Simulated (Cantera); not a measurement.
Feed: 1 mol TiO₂, 49 mol H₂, equilibrated at 925 °C and 100000 Pa.

These are equilibrium values from Cantera (NASA tables, ideal gas, pure condensed phases), not measurements of a reactor. Candidate condensed phases: H₂O, Ti, TiO, TiO₂, Ti₂O₃, Ti₃O₅, Ti₄O₇; 12 gas species. Mutual solubility and eutectic melting of coexisting phases are not modelled. Condensed phases not in the tables: Magnéli phases beyond Ti₄O₇. The numbers say what is thermodynamically allowed, not how fast it happens.

Base state: H₂ 0.999, H₂O 0.00104 (mole fractions); condensed: TiO₂(rutile) + Ti₄O₇(s).

What changes in the equilibrium state with this change: temperature from 925 °C to 1625 °C?


| species | before | after |
|---|---|---|
| H₂ | 0.999 | 0.992 |
| H₂O | 0.00104 | 0.00680 |
| H | 1.90e-7 | 0.000779 |
| TiO₂(rutile), mol | 0.797 | 0 |
| Ti₄O₇(s), mol | 0.0509 | 0 |
| Ti₃O₅(s), mol | 0 | 0.333 |
